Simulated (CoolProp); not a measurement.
Vapour-liquid equilibrium of m-xylene (1) + n-undecane (2) at 0.554 MPa; x and y are mole fractions of (1).

Computed with CoolProp (multi-fluid Helmholtz-energy mixture model, Zhou 2012 and Aleksandrov 2011; pair parameters Bell 2016).

### Question
Give the bubble temperature and the first vapour's composition at x = 0.05, 0.2, 0.65. Is there an azeotrope?

### Answer
x = 0.05: 275.7 °C, y = 0.098; x = 0.2: 264.0 °C, y = 0.354; x = 0.65: 234.0 °C, y = 0.830. No azeotrope shows between x = 0.05 and 0.95.

Pair parameters are fitted to limited data, so mixtures are less certain than the pure fluids.
